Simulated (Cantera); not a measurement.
An isothermal, constant-pressure homogeneous reactor starts with C₂H₆ : N₂ = 1 : 4.3 (molar parts), at 1848 K and 550 Pa. Integrator tolerance rtol = 1e-08.

Cantera simulation using GRI-Mech 3.0 (53 species, 325 reactions); the numbers are that mechanism's predictions, not measurements. GRI-Mech 3.0 stops at C3 and has no aromatics, soot or wall deposition, so with more carbon than oxygen in the feed, carbon stays in small species such as C2H2 where larger ones or solid carbon would form. Radical loss at walls, strong at low pressure, is not modelled.

```csv
quantity,before,after
x(C₂H₆) at 20.0 s,3.41e-12 (gas-phase equilibrium 2.82e-12),2.66e-11 (gas-phase equilibrium 1.84e-11)
x(CH₃) at 20.0 s,2.41e-6 (gas-phase equilibrium 2.40e-6),4.37e-6 (gas-phase equilibrium 3.84e-6)
x(CH₂) at 20.0 s,3.89e-8 (gas-phase equilibrium 3.87e-8),4.41e-8 (gas-phase equilibrium 3.88e-8)
x(H) at 20.0 s,0.00375 (gas-phase equilibrium 0.00375),0.00236 (gas-phase equilibrium 0.00236)
x(H₂) at 20.0 s,0.272 (gas-phase equilibrium 0.272),0.272 (gas-phase equilibrium 0.272)
x(C₂H₂) at 20.0 s,0.137 (gas-phase equilibrium 0.0742),0.137 (gas-phase equilibrium 0.0742)
x(CH₄) at 20.0 s,8.71e-6 (gas-phase equilibrium 8.65e-6),2.52e-5 (gas-phase equilibrium 2.21e-5)
```

**Question.** What was changed between the two runs?
A) pressure from 550 Pa to 35000 Pa
B) pressure from 550 Pa to 1400 Pa
C) temperature 1848 to 1375 K
D) temperature 1848 to 1350 K

**Answer.** B, pressure from 550 Pa to 1400 Pa
